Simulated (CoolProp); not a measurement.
The numbers come from the reference Helmholtz-energy equation of state, Lemmon 2022 in CoolProp.

Q: For R1234yf, give the phase and the density (kg/m³), isothermal compressibility (1/MPa) at -73.15 °C and 226 bar; -73.15 °C and 248 bar; -73.15 °C and 293 bar.

A: 
- -73.15 °C and 226 bar: liquid; density 1420, isothermal compressibility 0.00103
- -73.15 °C and 248 bar: liquid; density 1420, isothermal compressibility 0.00101
- -73.15 °C and 293 bar: liquid; density 1430, isothermal compressibility 0.000966
